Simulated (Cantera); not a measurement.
An isothermal plug-flow reactor at 1073 K and 1.30 bar (inlet), inlet velocity 1.7 m/s, active area per volume 1000 1/m; feed CH4 : O2 : N2 : H2O = 0.023 : 0.012 : 0.79 : 0.016 (molar parts).

Detailed kinetics in Cantera: Deutschmann's 1995 Pt surface mechanism with GRI-Mech 3.0 gas chemistry. Catalytic surfaces can have several steady states; this one follows from the mechanism file's or the stated starting coverage. Mass transfer to the wall is taken as infinitely fast.

x: gas mole fraction; θ: surface coverage.

```json
[
 {"z (m)": "0.00088", "x CH4": "0.0177", "x O2": "___", "x H2O": "0.0311", "x CO2": "5.96e-5", "x CO": "0.00934", "θ free Pt": "0.340", "θ H*": "0.00312", "θ CO*": "0.0294", "θ C*": "0.627"},
 {"z (m)": "0.0016", "x CH4": "0.0165", "x O2": "___", "x H2O": "0.0316", "x CO2": "5.99e-5", "x CO": "0.0105", "θ free Pt": "0.240", "θ H*": "0.00292", "θ CO*": "0.0165", "θ C*": "0.740"},
 {"z (m)": "0.0028", "x CH4": "0.0156", "x O2": "___", "x H2O": "0.0318", "x CO2": "6.00e-5", "x CO": "0.0114", "θ free Pt": "0.172", "θ H*": "0.00265", "θ CO*": "0.00907", "θ C*": "0.817"},
 {"z (m)": "0.0049", "x CH4": "0.0150", "x O2": "___", "x H2O": "0.0319", "x CO2": "6.00e-5", "x CO": "0.0120", "θ free Pt": "0.123", "θ H*": "0.00236", "θ CO*": "0.00489", "θ C*": "0.870"},
 {"z (m)": "0.0088", "x CH4": "0.0144", "x O2": "___", "x H2O": "0.0319", "x CO2": "5.99e-5", "x CO": "0.0125", "θ free Pt": "0.0869", "θ H*": "0.00207", "θ CO*": "0.00255", "θ C*": "0.908"},
 {"z (m)": "0.016", "x CH4": "0.0140", "x O2": "___", "x H2O": "0.0319", "x CO2": "5.99e-5", "x CO": "0.0129", "θ free Pt": "0.0614", "θ H*": "0.00180", "θ CO*": "0.00132", "θ C*": "0.936"},
 {"z (m)": "0.028", "x CH4": "0.0137", "x O2": "___", "x H2O": "0.0318", "x CO2": "5.99e-5", "x CO": "0.0133", "θ free Pt": "0.0445", "θ H*": "0.00157", "θ CO*": "0.000709", "θ C*": "0.953"},
 {"z (m)": "0.049", "x CH4": "0.0134", "x O2": "___", "x H2O": "0.0318", "x CO2": "5.99e-5", "x CO": "0.0135", "θ free Pt": "0.0324", "θ H*": "0.00136", "θ CO*": "0.000383", "θ C*": "0.966"},
 {"z (m)": "0.088", "x CH4": "0.0132", "x O2": "___", "x H2O": "0.0318", "x CO2": "5.98e-5", "x CO": "0.0137", "θ free Pt": "0.0233", "θ H*": "0.00117", "θ CO*": "0.000201", "θ C*": "0.975"}
]
```

Task: Fill in the missing entries.

Result: 
- 0.00088, x O2: 0.00332
- 0.0016, x O2: 0.00245
- 0.0028, x O2: 0.00190
- 0.0049, x O2: 0.00152
- 0.0088, x O2: 0.00123
- 0.016, x O2: 0.00101
- 0.028, x O2: 0.000853
- 0.049, x O2: 0.000731
- 0.088, x O2: 0.000629
